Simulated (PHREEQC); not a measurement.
0.89 g of hydrous ferric oxide (600 m²/g; 0.2 weak and 0.005 strong sites per Fe, Dzombak-Morel constants, diffuse double layer) in 1 kg of water with 0.3 mol/kgw of an inert sodium salt and 2.3e-05 mol/kgw MgCl2, at 25 °C; the pH is set by adding NaOH or the inert anion's acid. Oxygen alone is held at its pressure in air (log pO2 = -0.68). The system is closed to CO2. Precipitation was switched off in this run.

Computed with PHREEQC (ion-association model, wateq4f.dat).

| pH | Mg sorbed (%) | surface charge σ (C/m²) | surface potential ψ (mV) |
|---|---|---|---|
| 4 | 0.0 | 0.349 | 123 |
| 4.5 | 0.0 | (withheld) | 118 |
| 5 | 0.0 | 0.269 | 110 |
| 5.5 | 0.0 | 0.210 | 98 |
| 6 | 0.0 | (withheld) | 83 |
| 6.5 | 0.3 | 0.106 | 65 |
| 7 | 1.8 | 0.066 | 46 |
| 7.5 | (withheld) | 0.034 | 26 |
| 8 | (withheld) | 0.006 | 5 |
| 8.5 | 87.5 | -0.020 | -16 |
| 9 | 97.9 | -0.050 | -37 |
| 9.5 | (withheld) | -0.085 | -56 |
| 10 | 99.9 | -0.129 | -74 |
| 10.5 | 100.0 | -0.182 | -91 |
| 11 | 100.0 | -0.240 | -104 |
| 11.5 | 100.0 | -0.294 | -114 |
| 12 | 100.0 | -0.332 | -119 |

Task: Complete the blanks.

Result: 
- 4.5, surface charge σ (C/m²): 0.318
- 6, surface charge σ (C/m²): 0.154
- 7.5, Mg sorbed (%): 12.0
- 8, Mg sorbed (%): 49.7
- 9.5, Mg sorbed (%): 99.7
